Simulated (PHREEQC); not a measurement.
0.085 g of hydrous ferric oxide (600 m²/g; 0.2 weak and 0.005 strong sites per Fe, Dzombak-Morel constants, diffuse double layer) in 1 kg of water with 0.05 mol/kgw of an inert sodium salt and 1.7e-05 mol Na2HAsO4, at 25 °C; the pH is set by adding NaOH or the inert anion's acid. Oxygen is held at 0.21 atm. No CO2 enters from the air. Nothing may precipitate in this run.

Computed with PHREEQC (ion-association model, wateq4f.dat).

Task: Predict As sorbed (%), surface charge σ (C/m²), surface potential ψ (mV) at pH = 3, 9, 9.5.

Result: 
```tsv
pH	As sorbed (%)	surface charge σ (C/m²)	surface potential ψ (mV)
3	100.0	0.315	163
9	78.7	-0.041	-63
9.5	58.4	-0.060	-81
```

The oxide is taken as insoluble; below pH 4 it would dissolve.
